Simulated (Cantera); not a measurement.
# Ammonia decomposition in nitride growth gas

An isothermal, constant-pressure homogeneous reactor starts with 57.8 % NH3, 42.2 % N2, at 2375 K and 0.470 bar.

Detailed kinetics in Cantera: the gas-phase N/H chemistry of the illustrative SiF4/NH3 mechanism in the Surface Chemkin manual (1991). Walls and surfaces, which speed up NH3 decomposition in real reactors, are not modelled.

```json
[
 {"t (s)": "1.00e-5", "x NH3": "0.575", "x NH2": "0.00172", "x H": "8.90e-6", "x N2": "0.422", "x N2H2": "1.29e-6", "x N": "3.94e-8"},
 {"t (s)": "3.32e-5", "x NH3": "0.570", "x NH2": "0.00449", "x H": "2.44e-5", "x N2": "0.421", "x N2H2": "1.21e-5", "x N": "3.50e-7"},
 {"t (s)": "0.000110", "x NH3": "0.549", "x NH2": "0.00520", "x H": "8.66e-5", "x N2": "0.422", "x N2H2": "1.95e-5", "x N": "1.63e-6"},
 {"t (s)": "0.000367", "x NH3": "0.486", "x NH2": "0.00416", "x H": "0.000238", "x N2": "0.425", "x N2H2": "1.57e-5", "x N": "4.67e-6"},
 {"t (s)": "0.00122", "x NH3": "0.335", "x NH2": "0.00286", "x H": "0.000617", "x N2": "0.433", "x N2H2": "9.33e-6", "x N": "8.44e-6"},
 {"t (s)": "0.00405", "x NH3": "0.117", "x NH2": "0.00132", "x H": "0.00155", "x N2": "0.444", "x N2H2": "2.65e-6", "x N": "1.07e-5"},
 {"t (s)": "0.0135", "x NH3": "0.00417", "x NH2": "0.000141", "x H": "0.00570", "x N2": "0.449", "x N2H2": "7.79e-8", "x N": "1.20e-5"},
 {"t (s)": "0.0447", "x NH3": "1.51e-5", "x NH2": "1.37e-6", "x H": "0.0152", "x N2": "0.447", "x N2H2": "1.87e-11", "x N": "8.52e-7"},
 {"t (s)": "0.149", "x NH3": "2.94e-6", "x NH2": "2.67e-7", "x H": "0.0152", "x N2": "0.447", "x N2H2": "2.95e-12", "x N": "1.66e-7"},
 {"t (s)": "0.494", "x NH3": "1.53e-6", "x NH2": "1.39e-7", "x H": "0.0152", "x N2": "0.447", "x N2H2": "2.49e-12", "x N": "8.66e-8"},
 {"t (s)": "1.64", "x NH3": "1.48e-6", "x NH2": "1.35e-7", "x H": "0.0152", "x N2": "0.447", "x N2H2": "2.48e-12", "x N": "8.39e-8"},
 {"t (s)": "5.45", "x NH3": "1.48e-6", "x NH2": "1.35e-7", "x H": "0.0152", "x N2": "0.447", "x N2H2": "2.48e-12", "x N": "8.39e-8"},
 {"t (s)": "18.1", "x NH3": "1.48e-6", "x NH2": "1.35e-7", "x H": "0.0152", "x N2": "0.447", "x N2H2": "2.48e-12", "x N": "8.39e-8"},
 {"t (s)": "60.2", "x NH3": "1.48e-6", "x NH2": "1.35e-7", "x H": "0.0152", "x N2": "0.447", "x N2H2": "2.48e-12", "x N": "8.39e-8"},
 {"t (s)": "200", "x NH3": "1.48e-6", "x NH2": "1.35e-7", "x H": "0.0152", "x N2": "0.447", "x N2H2": "2.48e-12", "x N": "8.39e-8"}
]
```
x: mole fraction; the columns are a selection and need not sum to one.

Equilibrium at this temperature and pressure: NH3 1.48e-6, NH2 1.35e-7, H 0.0152, N2 0.447, N2H2 2.48e-12, N 8.39e-8 (gas phase only).
